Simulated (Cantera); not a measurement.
A perfectly stirred reactor is fed with CH₄ : H₂ : O₂ : N₂ : H₂O = 1 : 0.16 : 2.08 : 7.82 : 2.7 (molar parts), at 1650 Torr; it is adiabatic with a 748 K inlet, and is followed from long to short residence time, starting on the burning branch (τ in s: 0.44, 0.15, 0.053, 0.018, 0.0063, 0.0022, 0.00076, 0.00026, 9.1e-05).

Computed with Cantera and GRI-Mech 3.0 (53 species, 325 reactions).

Task: What does this change do: 0.48 parts CO2 added?

Result: 
```tsv
quantity	before	after
blow-out, bracketed by the residence times tried	burning at 91.0 µs, the shortest tried	burning at 91.0 µs, the shortest tried
x(CH₄) at τ = 0.440 s	7.38e-7	1.01e-6
x(H₂) at τ = 0.440 s	0.00455	0.00329
x(O₂) at τ = 0.440 s	0.00347	0.00326
x(C₂H₆) at τ = 0.440 s	<1e-12	<1e-12
x(NO) at τ = 0.440 s	0.000963	0.000633
x(CH₄) at τ = 6.30 ms	2.48e-5	2.89e-5
x(H₂) at τ = 6.30 ms	0.00733	0.00613
x(O₂) at τ = 6.30 ms	0.00640	0.00671
x(C₂H₆) at τ = 6.30 ms	4.64e-10	8.67e-10
x(NO) at τ = 6.30 ms	0.000168	0.000108
```

Task: What does this change do: inlet temperature 748 to 625 K?

Result: 
```
quantity                                                                          before                                   after
------------------------------------------------  --------------------------------------  --------------------------------------
blow-out, bracketed by the residence times tried  burning at 91.0 µs, the shortest tried  burning at 91.0 µs, the shortest tried
x(CH₄) at τ = 0.440 s                                                            7.38e-7                                 1.30e-6
x(H₂) at τ = 0.440 s                                                             0.00455                                 0.00339
x(O₂) at τ = 0.440 s                                                             0.00347                                 0.00267
x(C₂H₆) at τ = 0.440 s                                                            <1e-12                                1.84e-12
x(NO) at τ = 0.440 s                                                            0.000963                                0.000506
x(CH₄) at τ = 6.30 ms                                                            2.48e-5                                 3.20e-5
x(H₂) at τ = 6.30 ms                                                             0.00733                                 0.00681
x(O₂) at τ = 6.30 ms                                                             0.00640                                 0.00600
x(C₂H₆) at τ = 6.30 ms                                                          4.64e-10                                 1.23e-9
x(NO) at τ = 6.30 ms                                                            0.000168                                0.000109
```
